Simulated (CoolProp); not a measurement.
Dimethyl ether along the isotherm -9.35 °C: fugacity coefficient from the reference equation and from simpler models built on Tc = 127.2 °C, pc = 5.337 MPa, ω = 0.196; each cubic takes its own stable root.

Model: reference Helmholtz-energy equation of state, Wu 2011, in CoolProp.

| p (MPa) | phase | reference |
|---|---|---|
| 0.00844 | gas | 0.9976 |
| 0.0124 | gas | 0.9965 |
| 0.0182 | gas | 0.9949 |
| 0.0267 | gas | 0.9926 |
| 0.0392 | gas | 0.9891 |
| 0.0575 | gas | 0.9840 |
| 0.0844 | gas | 0.9764 |
| 0.124 | gas | 0.9654 |
| 0.182 | gas | 0.9491 |
| 0.267 | liquid | 0.6742 |
| 0.392 | liquid | 0.4609 |
| 0.575 | liquid | 0.3159 |
| 0.844 | liquid | 0.2169 |
| 1.24 | liquid | 0.1494 |
| 1.82 | liquid | 0.1035 |
| 2.67 | liquid | 0.07235 |

### Question
How far does each simpler model (Redlich-Kwong, Soave-Redlich-Kwong) lie from the reference over these 16 states: mean and median of the absolute difference, and the worst?

### Answer
- Redlich-Kwong: mean 19.4 %, median 1.2 %, worst +45.0 % at -9.35 °C and 2.67 MPa
- Soave-Redlich-Kwong: mean 0.7 %, median 0.8 %, worst +1.4 % at -9.35 °C and 2.67 MPa

At some of these states Redlich-Kwong gives the other phase, because its saturation line lies elsewhere.
